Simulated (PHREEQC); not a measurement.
Consider water at 80 °C with 0.048 mol/kgw H2SeO4, 0.0089 mol/kgw HCl and 0.067 mol/kgw CaCl2. Closed to the air; pH follows from the charge balance.

The numbers come from PHREEQC with the ion-association model, wateq4f.dat.

Task: The ionic strength comes out as 0.281 mol/kgw. What activity coefficients do H+, HSeO4-, Ca+2, Cl-, SeO4-2 get?

Result: H+ 0.77, HSeO4- 0.71, Ca+2 0.26, Cl- 0.66, SeO4-2 0.25.

No solid was allowed to form. Species that the database lacks are ignored. At this temperature some constants are extrapolated from 25 °C, and those without enthalpy data are left unchanged.
